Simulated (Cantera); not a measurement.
Input (Python, Cantera) and output of one run.

```python
import numpy as np
import cantera as ct

gas_names = """
    CL2 SiCL2 TiCL3 AL2CL6
""".split()
cond_names = """
    Ca(a) Ca(b) Ca(L) CaCL2(s) CaCL2(L) Si(cr) Si(L) Ti(a) Ti(b) Ti(L) TiCL4(L) TiCL3(s) AL(cr) AL(L)
""".split()


def load(file, names, dense=False):
    # The tables refer to 1 bar. Condensed volumes are neglected.
    table = {s.name: s for s in ct.Species.list_from_file(file)}
    out = []
    for n in names:
        d = dict(table[n].input_data)
        d["thermo"] = dict(d["thermo"], **{"reference-pressure": 1e5})
        if dense:
            d["equation-of-state"] = {"model": "constant-volume", "density": "1e6 g/cm^3"}
        out.append(ct.Species.from_dict(d))
    return out


species = {s.name: s for s in load("nasa_gas.yaml", gas_names) + load("nasa_condensed.yaml", cond_names)}
# Each term lists the table entries of one substance; the one whose range holds T is used.
reactions = {
    'Ca + Cl2(g) = CaCl2':
        [(-1, ['Ca(a)', 'Ca(b)', 'Ca(L)']), (-1, ['CL2']), (1, ['CaCL2(s)', 'CaCL2(L)'])],
    'Si + Cl2(g) = SiCl2(g)':
        [(-1, ['Si(cr)', 'Si(L)']), (-1, ['CL2']), (1, ['SiCL2'])],
    '0.5 Ti + Cl2(g) = 0.5 TiCl4':
        [(-0.5, ['Ti(a)', 'Ti(b)', 'Ti(L)']), (-1, ['CL2']), (0.5, ['TiCL4(L)'])],
    '0.6667 Ti + Cl2(g) = 0.6667 TiCl3(g)':
        [(-0.6666666666666666, ['Ti(a)', 'Ti(b)', 'Ti(L)']), (-1, ['CL2']), (0.6666666666666666, ['TiCL3'])],
    '0.6667 Ti + Cl2(g) = 0.6667 TiCl3':
        [(-0.6666666666666666, ['Ti(a)', 'Ti(b)', 'Ti(L)']), (-1, ['CL2']), (0.6666666666666666, ['TiCL3(s)'])],
    '0.6667 Al + Cl2(g) = 0.3333 Al2Cl6(g)':
        [(-0.6666666666666666, ['AL(cr)', 'AL(L)']), (-1, ['CL2']), (0.3333333333333333, ['AL2CL6'])],
}


def pick(names, T):
    return next(species[n] for n in names if species[n].thermo.min_temp <= T <= species[n].thermo.max_temp)


results = []
for label, terms in reactions.items():
    print(label)
    print("     T/K   dH/kJ  dS/(J/K)   dG/kJ   log10 K")
    for T in [373, 398, 423, 448, 473, 498, 523, 548]:
        used = [(nu, pick(names, T)) for nu, names in terms]
        dH = sum(nu * s.thermo.h(T) for nu, s in used) / 1e6
        dS = sum(nu * s.thermo.s(T) for nu, s in used) / 1e3
        dG = dH - T * dS / 1e3
        logK = -dG * 1e6 / (ct.gas_constant * T * np.log(10))
        results.append((label, T, dH, dS, dG, logK, [s.name for _, s in used]))
        print(f"{T:8g} {dH:8.1f} {dS:8.1f} {dG:8.1f} {logK:8.2f}")
```

It prints:

```
Ca + Cl2(g) = CaCl2
     T/K   dH/kJ  dS/(J/K)   dG/kJ   log10 K
     373   -794.8   -158.0   -735.9   103.05
     398   -794.5   -157.2   -731.9    96.06
     423   -794.2   -156.4   -728.0    89.90
     448   -793.8   -155.6   -724.1    84.43
     473   -793.5   -154.9   -720.2    79.54
     498   -793.2   -154.3   -716.4    75.14
     523   -792.9   -153.7   -712.5    71.16
     548   -792.6   -153.1   -708.7    67.55
Si + Cl2(g) = SiCl2(g)
     T/K   dH/kJ  dS/(J/K)   dG/kJ   log10 K
     373   -168.8     38.8   -183.3    25.67
     398   -168.9     38.5   -184.3    24.18
     423   -169.0     38.3   -185.2    22.87
     448   -169.1     38.1   -186.2    21.71
     473   -169.2     37.9   -187.1    20.67
     498   -169.3     37.6   -188.1    19.73
     523   -169.5     37.4   -189.0    18.88
     548   -169.6     37.2   -190.0    18.11
0.5 Ti + Cl2(g) = 0.5 TiCl4
     T/K   dH/kJ  dS/(J/K)   dG/kJ   log10 K
     373   -400.2   -106.5   -360.4    50.48
     398   -399.6   -104.9   -357.8    46.96
     423   -399.0   -103.5   -355.2    43.86
     448   -398.4   -102.1   -352.6    41.11
     473   -397.8   -100.8   -350.1    38.66
     498   -397.2    -99.5   -347.6    36.46
     523   -396.6    -98.4   -345.1    34.47
     548   -396.0    -97.3   -342.7    32.66
0.6667 Ti + Cl2(g) = 0.6667 TiCl3(g)
     T/K   dH/kJ  dS/(J/K)   dG/kJ   log10 K
     373   -359.7    -32.7   -347.5    48.66
     398   -359.7    -32.7   -346.7    45.50
     423   -359.7    -32.8   -345.8    42.71
     448   -359.7    -32.8   -345.0    40.23
     473   -359.7    -32.8   -344.2    38.01
     498   -359.7    -32.8   -343.4    36.02
     523   -359.7    -32.8   -342.6    34.21
     548   -359.7    -32.8   -341.7    32.57
0.6667 Ti + Cl2(g) = 0.6667 TiCl3
     T/K   dH/kJ  dS/(J/K)   dG/kJ   log10 K
     373   -480.2   -147.4   -425.2    59.54
     398   -479.8   -146.5   -421.5    55.32
     423   -479.5   -145.7   -417.9    51.60
     448   -479.2   -145.0   -414.2    48.30
     473   -478.9   -144.3   -410.6    45.34
     498   -478.6   -143.6   -407.0    42.69
     523   -478.2   -143.0   -403.4    40.29
     548   -477.9   -142.4   -399.9    38.11
0.6667 Al + Cl2(g) = 0.3333 Al2Cl6(g)
     T/K   dH/kJ  dS/(J/K)   dG/kJ   log10 K
     373   -431.7    -82.9   -400.8    56.12
     398   -431.6    -82.7   -398.7    52.32
     423   -431.5    -82.5   -396.6    48.98
     448   -431.4    -82.3   -394.6    46.00
     473   -431.3    -82.1   -392.5    43.35
     498   -431.2    -81.9   -390.5    40.95
     523   -431.1    -81.7   -388.4    38.79
     548   -431.1    -81.5   -386.4    36.83
```

Source: NASA polynomial tables (part measured, part estimated), evaluated in Cantera. Condensed species are held in their standard states even where they would react or evaporate.
